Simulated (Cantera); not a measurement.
Source: NASA polynomial tables (part measured, part estimated), evaluated in Cantera. Values are per mole of reaction as written; species without (g) are pure solids or liquids, kept so even where they would boil at 1 bar.

ZrO₂ + 2 N(g) → 2 NO(g) + Zr

```
T (K)  ΔH° (kJ)  ΔS° (J/K)  ΔG° (kJ)  log10 K         condensed phases
-----  --------  ---------  --------  -------  -----------------------
300       334.6      103.3     303.6   -52.87  ZrO₂(monoclinic), Zr(α)
2098      302.2       67.2     161.2    -4.01  ZrO₂(tetragonal), Zr(β)
2148        [?]        [?]       [?]      [?]  ZrO₂(tetragonal), Zr(l)
2198      322.9       76.9     153.8    -3.66  ZrO₂(tetragonal), Zr(l)
2248      322.9       76.9     150.0    -3.48  ZrO₂(tetragonal), Zr(l)
2298      322.9       76.9     146.1    -3.32  ZrO₂(tetragonal), Zr(l)
2348      322.9       76.9     142.3    -3.16  ZrO₂(tetragonal), Zr(l)
2398      322.9       76.9     138.4    -3.02  ZrO₂(tetragonal), Zr(l)
2448        [?]        [?]       [?]      [?]  ZrO₂(tetragonal), Zr(l)
```

Task: Complete the blanks.

Result: 
- 2148, ΔH° (kJ): 322.9
- 2148, ΔS° (J/K): 76.9
- 2148, ΔG° (kJ): 157.7
- 2148, log10 K: -3.83
- 2448, ΔH° (kJ): 322.9
- 2448, ΔS° (J/K): 76.9
- 2448, ΔG° (kJ): 134.6
- 2448, log10 K: -2.87
